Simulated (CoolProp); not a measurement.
A Linde-Hampson liquefier for CF4 (R14): isothermal reversible compression at 320 K from 1 atm to 5 MPa, throttling to 1 atm, return gas leaving the recuperator 5 K below the feed. Each further row changes one setting.

Values from CoolProp's reference Helmholtz-energy equation of state, Platzer 1990. This equation is an older, rougher fit; its heat capacities, sound speeds and derivatives of the liquid may be far off and weren't checked against measurements.

```
case                        liquid yield per pass  compression work (kJ/kg of gas)
--------------------------  ---------------------  -------------------------------
as stated                              (withheld)                              114
high pressure 10 MPa                   (withheld)                       (withheld)
warm-end temperature 350 K             (withheld)                       (withheld)
warm-end gap 10 K                           0.043                              114
```

Task: Fill in the missing entries.

Result: 
- as stated, liquid yield per pass: 0.058
- high pressure 10 MPa, liquid yield per pass: 0.131
- high pressure 10 MPa, compression work (kJ/kg of gas): 131
- warm-end temperature 350 K, liquid yield per pass: 0.040
- warm-end temperature 350 K, compression work (kJ/kg of gas): 126
